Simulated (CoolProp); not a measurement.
Vapour-liquid equilibrium of CH2F2 (R32) (1) + methanol (2) at 323 K; x and y are mole fractions of (1).

Values from CoolProp's multi-fluid Helmholtz-energy mixture model, Tillner-Roth 1997 and de Reuck 1993; pair parameters Bell 2016.

```
x     bubble pressure, mixture model (MPa)  bubble pressure, Raoult's law (MPa)  y, mixture model  y, Raoult's law
----  ------------------------------------  -----------------------------------  ----------------  ---------------
0.05                                0.4365                               0.2091             0.870            0.749
0.15                                 1.073                               0.5166             0.944            0.909
0.25                                 1.536                               0.8241             0.960            0.950
0.35                                 1.849                                1.132             0.966            0.968
0.45                                 2.049                                1.439             0.969            0.979
0.55                                 2.185                                1.747             0.971            0.986
0.65                                 2.302                                2.054             0.973            0.991
0.75                                 2.440                                2.362             0.976            0.994
0.85                                 2.634                                2.669             0.981            0.997
0.95                                 2.927                                2.977             0.992            0.999
```

The largest gap from Raoult's law is +108.8 % in bubble pressure, at x = 0.05. No azeotrope shows between x = 0.05 and 0.95.

The pair parameters rest on a limited set of measurements; away from them the model extrapolates. The gap from Raoult's law changes sign with composition, which may be real or a fault of the pair parameters; it wasn't checked against measurements. With so large a gap from Raoult's law the liquid may split in two, which this calculation doesn't test in full.
